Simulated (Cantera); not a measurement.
What does this Cantera script print?

```python
import numpy as np
import cantera as ct

gas_names = """
    CL CLO CL2 H HCL HOCL HO2 H2 H2O H2O2 O OH O2 O3 Si SiCL SiCL2 SiCL3 SiCL4 SiH SiHCL3 SiH2 SiH2CL2
    SiH3 SiH3CL SiH4 SiO SiO2 Si2 Si3
""".split()
cond_names = """
    H2O(s) H2O(L) Si(cr) Si(L) SiO2(Lqz) SiO2(hqz) SiO2(L)
""".split()


# ... load() reads the species with a 1 bar reference pressure and builds the phases ...
atoms = {
    'Si': {'Si': 1},
    'Cl2': {'CL': 2},
    'H2': {'H': 2},
    'H2O': {'H': 2, 'O': 1},
}
top_T = {}  # K; cautious upper limits of use, not melting points


# ... equilibrate(T, P, feed) seeds the gas with the atoms and calls Mixture.equilibrate('TP', solver="vcs", rtol=1e-11, max_steps=5000) ...
results = []
T = 1723.15  # K
P = 55000  # Pa
for m in [0.062, 0.12, 0.22, 0.42, 0.79, 1.5, 2.8, 5.3]:
    feed = {'Si': 1, 'Cl2': 0.016, 'H2': m, 'H2O': 0.064}  # mol
    mix = equilibrate(T, P, feed)
    results.append((T, P, feed, dict(zip(mix.species_names, mix.species_moles))))

top = {s: max(r[3][s] / sum(r[3][g] for g in gas_names) for r in results) for s in gas_names}
cols = sorted((s for s in top if top[s] > 1e-06), key=lambda s: -top[s])[:8]
seen = [c for c in cond_names if any(r[3].get(c, 0) > 1e-12 for r in results)]
print("log10 of partial pressures in bar; condensed amounts in mol")
print(f"{'n(H2)':>10s}" + "".join(f"{s[:9]:>10s}" for s in cols + seen))
for T, P, feed, n in results:
    ng = sum(n[g] for g in gas_names)
    print(f"{feed['H2']:10.4g}" + "".join(f"{np.log10(max(n[s] / ng * P / 1e5, 1e-99)):10.3f}" for s in cols)
          + "".join(f"{n.get(c, 0):10.4g}" for c in seen))
```

Result:

```
log10 of partial pressures in bar; condensed amounts in mol
     n(H2)        H2       HCL     SiCL2       SiO     SiCL3    SiHCL3     SiCL4         H     Si(L)   SiO2(L)
     0.062    -0.352    -1.229    -1.567    -1.773    -2.763    -3.495    -3.686    -3.915    0.9579   0.02976
      0.12    -0.331    -1.320    -1.770    -1.773    -3.067    -3.789    -4.092    -3.904     0.958   0.02884
      0.22    -0.313    -1.438    -2.024    -1.773    -3.448    -4.161    -4.600    -3.895    0.9577   0.02726
      0.42    -0.298    -1.601    -2.366    -1.773    -3.961    -4.666    -5.283    -3.887    0.9559   0.02409
      0.79    -0.288    -1.795    -2.763    -1.773    -4.557    -5.258    -6.078    -3.882    0.9514   0.01824
       1.5    -0.282    -2.020    -3.219    -1.773    -5.241    -5.938    -6.990    -3.879    0.9412  0.007008
       2.8    -0.274    -2.254    -3.696    -1.923    -5.957    -6.650    -7.944    -3.875    0.9349         0
       5.3    -0.267    -2.508    -4.209    -2.190    -6.727    -7.417    -8.971    -3.872    0.9353         0
```

Equilibrium computed with Cantera from the NASA thermochemical tables; the gas is ideal and each condensed phase is pure. Each liquid is taken as pure. Mutual solubility and eutectic melting of coexisting phases are not modelled. The tables' values for SiCl3, SiCl are old estimates; treat these amounts as uncertain. The tables hold silica as quartz up to 1696 K and as liquid above; real silica turns to tridymite and cristobalite and melts near 1996 K. Gases not in the tables: Si2H6 and higher silanes.
